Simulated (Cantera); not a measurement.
Cantera run, input and output.

```python
import numpy as np
import cantera as ct

gas = ct.Solution("gri30.yaml")
gas.TPX = 1400, 20000, {'CO': 0.0057, 'O2': 0.0084, 'H2O': 0.0001, 'N2': 1}
reactor = ct.IdealGasConstPressureReactor(gas, energy="off", clone=False)
net = ct.ReactorNet([reactor])
net.rtol, net.atol = 1e-08, 1e-18
show = ['CO', 'O2', 'H2O', 'NO2', 'NO', 'H', 'H2']
times = np.geomspace(9e-05, 10, 15)

steps = ct.SolutionArray(gas, extra=["t"])
rows = []
print(f"{'t/s':>10s}{'T/K':>9s}{'P/Pa':>11s}" + "".join(f"{s:>11s}" for s in show))
for t in times:
    while net.time < t:
        t_next = net.step()
        steps.append(gas.state, t=t_next)
    rows.append([np.interp(t, steps.t, y) for y in (steps.T, steps.P, *steps(*show).X.T)])
    print(f"{t:10.3e}{rows[-1][0]:9.1f}{rows[-1][1]:11.4g}" + "".join(f"{x:11.3e}" for x in rows[-1][2:]))
rate = np.gradient(steps.T, steps.t)
print("integrator steps:", len(steps.t))
if steps.T.max() > steps.T[0] + 200:
    print(f"time of steepest temperature rise: {steps.t[rate.argmax()]:.4e} s")
gas.TPX = 1400, 20000, {'CO': 0.0057, 'O2': 0.0084, 'H2O': 0.0001, 'N2': 1}
gas.equilibrate("TP")
print(f"equilibrium (TP): T = {gas.T:.1f} K  " + "  ".join(f"{s} {gas[s].X[0]:.3e}" for s in show))
```

It prints:

```
       t/s      T/K       P/Pa         CO         O2        H2O        NO2         NO          H         H2
 9.000e-05   1400.0      2e+04  5.620e-03  8.282e-03  9.860e-05  3.086e-25  1.152e-17  1.004e-13  3.401e-17
 2.064e-04   1400.0      2e+04  5.620e-03  8.282e-03  9.860e-05  4.345e-24  7.047e-17  6.488e-13  4.930e-16
 4.732e-04   1400.0      2e+04  5.620e-03  8.282e-03  9.860e-05  6.077e-23  4.148e-16  4.142e-12  7.271e-15
 1.085e-03   1400.0      2e+04  5.620e-03  8.282e-03  9.860e-05  8.329e-22  2.321e-15  2.460e-11  1.020e-13
 2.488e-03   1400.0      2e+04  5.620e-03  8.282e-03  9.860e-05  1.164e-20  1.268e-14  1.374e-10  1.331e-12
 5.706e-03   1400.0      2e+04  5.620e-03  8.282e-03  9.860e-05  1.994e-19  7.271e-14  7.860e-10  1.715e-11
 1.308e-02   1400.0      2e+04  5.620e-03  8.282e-03  9.859e-05  8.456e-18  5.773e-13  6.171e-09  2.663e-10
 3.000e-02   1400.0      2e+04  5.613e-03  8.276e-03  9.829e-05  6.300e-15  1.882e-11  1.963e-07  1.204e-08
 6.879e-02   1400.0      2e+04  4.488e-03  7.307e-03  5.110e-05  3.939e-11  7.750e-08  6.906e-05  1.935e-06
 1.577e-01   1400.0      2e+04  1.849e-03  5.718e-03  1.750e-05  1.102e-09  2.448e-06  1.354e-04  2.188e-06
 3.617e-01   1400.0      2e+04  5.937e-04  5.568e-03  6.175e-05  2.299e-09  5.145e-06  4.502e-05  2.498e-06
 8.294e-01   1400.0      2e+04  1.286e-04  5.503e-03  8.934e-05  4.720e-09  6.158e-06  4.807e-06  7.133e-07
 1.902e+00   1400.0      2e+04  2.595e-05  5.487e-03  9.550e-05  8.261e-09  6.544e-06  4.568e-07  1.523e-07
 4.361e+00   1400.0      2e+04  5.643e-06  5.484e-03  9.736e-05  9.998e-09  6.657e-06  5.184e-08  3.534e-08
 1.000e+01   1400.0      2e+04  1.427e-06  5.484e-03  9.809e-05  8.309e-09  6.684e-06  7.471e-09  9.626e-09
integrator steps: 1324
equilibrium (TP): T = 1400.0 K  CO 1.689e-07  O2 5.422e-03  H2O 9.859e-05  NO2 6.974e-08  NO 1.311e-04  H 4.041e-10  H2 1.362e-09
```

Cantera simulation using GRI-Mech 3.0 (53 species, 325 reactions); the numbers are that mechanism's predictions, not measurements.
